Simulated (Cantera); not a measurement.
An adiabatic, constant-volume homogeneous reactor starts with CH₄ : O₂ : N₂ = 1 : 1.67 : 6.27 (molar parts), at 1325 K and 0.320 bar.

Cantera simulation using GRI-Mech 3.0 (53 species, 325 reactions); the numbers are that mechanism's predictions, not measurements.

### Question
Predict: time of steepest temperature rise; temperature at 0.200 s; equilibrium temperature; x(O₂) at 0.200 s; x(NO₂) at 0.200 s; x(H) at 0.200 s.

### Answer
```json
{
 "time_of_steepest_temperature_rise": "20.7 ms",
 "temperature at 0.200 s": "2789 K",
 "equilibrium_temperature": "2789 K",
 "x(O₂) at 0.200 s": "0.00996 (gas-phase equilibrium 0.00996)",
 "x(NO₂) at 0.200 s": "9.03e-7 (gas-phase equilibrium 9.03e-7)",
 "x(H) at 0.200 s": "0.0180 (gas-phase equilibrium 0.0180)"
}
```
